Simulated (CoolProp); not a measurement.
Vapour-liquid equilibrium of hydrogen sulfide (1) + propane (2) at 206.4 K; x and y are mole fractions of (1).

Model: multi-fluid Helmholtz-energy mixture model, Lemmon 2006 and Lemmon 2009; pair parameters Kunz 2012, in CoolProp.

Problem. Give the bubble pressure and the first vapour's composition at x = 0.35, 0.425, 0.575. Is there an azeotrope?

Solution. x = 0.35: 77.27 kPa, y = 0.696; x = 0.425: 79.27 kPa, y = 0.712; x = 0.575: 81.11 kPa, y = 0.732. y crosses x between x = 0.725 and 0.8: the model has an azeotrope there.

The pair parameters rest on a limited set of measurements; away from them the model extrapolates. With so large a gap from Raoult's law the liquid may split in two, which this calculation doesn't test in full.
